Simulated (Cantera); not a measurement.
## Hydrocarbon pyrolysis for carbon deposition

An isothermal, constant-pressure homogeneous reactor starts with CH₄ : N₂ = 1 : 1.6 (molar parts), at 1850 K and 95.0 Pa.

Detailed kinetics in Cantera: GRI-Mech 3.0 (53 species, 325 reactions). GRI-Mech 3.0 stops at C3 and has no aromatics, soot or wall deposition, so with more carbon than oxygen in the feed, carbon stays in small species such as C2H2 where larger ones or solid carbon would form. Radical loss at walls, strong at low pressure, is not modelled.

| t (s) | x CH₄ | x CH₂ | x C₂H | x CH₃ | x H | x H₂ | x C₂H₆ |
|---|---|---|---|---|---|---|---|
| 3.00e-5 | 0.385 | <1e-12 | <1e-12 | 1.99e-6 | 1.31e-6 | 3.41e-7 | <1e-12 |
| 0.000116 | 0.385 | 1.34e-11 | <1e-12 | 9.91e-6 | 2.89e-6 | 3.51e-6 | <1e-12 |
| 0.000452 | 0.385 | 3.73e-10 | <1e-12 | 4.62e-5 | 3.40e-6 | 2.14e-5 | 1.71e-11 |
| 0.00175 | 0.384 | 5.84e-9 | <1e-12 | 0.000189 | 3.42e-6 | 9.31e-5 | 1.51e-9 |
| 0.00681 | 0.384 | 8.23e-8 | <1e-12 | 0.000742 | 3.76e-6 | 0.000381 | 7.33e-8 |
| 0.0264 | 0.380 | 1.07e-6 | 6.46e-10 | 0.00285 | 9.22e-6 | 0.00216 | 1.78e-6 |
| 0.103 | 0.331 | 9.44e-6 | 1.59e-7 | 0.00925 | 0.000126 | 0.0440 | 2.80e-5 |
| 0.398 | 0.0984 | 1.12e-5 | 3.20e-6 | 0.00564 | 0.000925 | 0.303 | 1.91e-5 |
| 1.55 | 0.0186 | 5.37e-6 | 5.57e-6 | 0.00145 | 0.00156 | 0.394 | 1.15e-6 |
| 6.00 | 0.00151 | 2.34e-6 | 1.24e-5 | 0.000251 | 0.00344 | 0.412 | 1.87e-8 |
x: mole fraction; the columns are a selection and need not sum to one.

Equilibrium at this temperature and pressure: CH₄ 2.85e-6, CH₂ 5.08e-8, C₂H 2.42e-5, CH₃ 1.58e-6, H 0.0113, H₂ 0.409, C₂H₆ <1e-12 (gas phase only).
